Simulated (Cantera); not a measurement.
Mixture: 8.72 % CH₄, 1.39 % C₂H₆, 1.83 % C₃H₈, 18.5 % O₂, 69.6 % N₂, at 2.00 bar, adiabatic and at constant pressure. Ignition delay is the time to a rise of 400 K.

Computed with Cantera and GRI-Mech 3.0 (53 species, 325 reactions). GRI-Mech 3.0 was tuned for natural gas; its chemistry of propane as a main component is partial and can be far from experiment.

Predict: delay at 1323 K; delay at 1398 K; delay at 1473 K; delay at 1548 K; delay at 1623 K; apparent activation energy between 1473 and 1623 K.


```json
{
 "delay at 1323 K": "0.524 ms",
 "delay at 1398 K": "0.220 ms",
 "delay at 1473 K": "0.104 ms",
 "delay at 1548 K": "54.9 µs",
 "delay at 1623 K": "32.1 µs",
 "apparent activation energy between 1473 and 1623 K": "160 kJ/mol"
}
```
